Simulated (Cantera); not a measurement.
# Reactions in the system Cu-H-O

Source: NASA polynomial tables (part measured, part estimated), evaluated in Cantera. Values are per mole of reaction as written; species without (g) are pure solids or liquids, kept so even where they would boil at 1 bar.

6 Cu(OH)2 ⇌ 6 H2O(g) + O3(g) + 3 Cu2O

```tsv
T (K)	ΔH° (kJ)	ΔS° (J/K)	ΔG° (kJ)	log10 K
500	851.7	924.0	389.7	-40.71
600	836.1	895.7	298.7	-26.01
700	819.7	870.4	210.4	-15.70
800	802.6	847.6	124.6	-8.13
900	785.1	827.0	40.9	-2.37
1000	767.8	808.7	-40.9	2.14
1100	751.1	792.8	-121.0	5.74
1200	735.4	779.1	-199.5	8.69
1300	721.0	767.5	-276.8	11.12
1400	708.1	758.0	-353.1	13.17
1500	697.0	750.4	-428.5	14.92
```

2 Cu + H2O2(g) ⇌ H2O(g) + Cu2O

| T (K) | ΔH° (kJ) | ΔS° (J/K) | ΔG° (kJ) | log10 K | condensed phases |
|---|---|---|---|---|---|
| 500 | -275.3 | -17.2 | -266.7 | 27.86 | Cu(s), Cu2O(s) |
| 600 | -274.9 | -16.5 | -265.0 | 23.07 | Cu(s), Cu2O(s) |
| 700 | -274.6 | -16.0 | -263.4 | 19.65 | Cu(s), Cu2O(s) |
| 800 | -274.3 | -15.6 | -261.8 | 17.09 | Cu(s), Cu2O(s) |
| 900 | -274.0 | -15.3 | -260.2 | 15.10 | Cu(s), Cu2O(s) |
| 1000 | -273.7 | -15.0 | -258.7 | 13.51 | Cu(s), Cu2O(s) |
| 1100 | -273.4 | -14.7 | -257.3 | 12.22 | Cu(s), Cu2O(s) |
| 1200 | -273.1 | -14.4 | -255.8 | 11.13 | Cu(s), Cu2O(s) |
| 1300 | -272.8 | -14.2 | -254.4 | 10.22 | Cu(s), Cu2O(s) |
| 1400 | -298.7 | -33.2 | -252.1 | 9.41 | Cu(l), Cu2O(s) |
| 1500 | -298.0 | -32.8 | -248.8 | 8.67 | Cu(l), Cu2O(s) |
